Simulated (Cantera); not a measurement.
A freely propagating, adiabatic, planar premixed flame of CO : H2 : CH4 : O2 : N2 = 1 : 0.4 : 0.22 : 1.18 : 4.42 (molar parts), equivalence ratio 0.97, unburnt at 325 K and 0.130 bar; mixture-averaged transport, grid criteria slope 0.08 and curve 0.16, no radiation.

Computed with Cantera and GRI-Mech 3.0 (53 species, 325 reactions). Burning velocities carry a grid error of a few per cent, more on coarse grids.

Problem. What does this change do: N2 4.42 to 5.6 parts?

Solution. 
```json
[
 {"quantity": "laminar burning velocity", "before": "109 cm/s", "after": "81.2 cm/s"},
 {"quantity": "thermal thickness", "before": "3.27 mm", "after": "3.98 mm"},
 {"quantity": "peak x(CH2CO)", "before": "8.38e-7", "after": "5.66e-7"}
]
```

Problem. What does this change do: inlet temperature 325 to 398 K?

Solution. 
```
quantity                    before     after
------------------------  --------  --------
laminar burning velocity  109 cm/s  149 cm/s
thermal thickness          3.27 mm   3.20 mm
peak x(CH2CO)              8.38e-7   9.57e-7
```

Problem. What does this change do: CH4 0.22 to 0.17 parts?

Solution. 
```tsv
quantity	before	after
laminar burning velocity	109 cm/s	99.4 cm/s
thermal thickness	3.27 mm	3.88 mm
peak x(CH2CO)	8.38e-7	3.61e-7
```
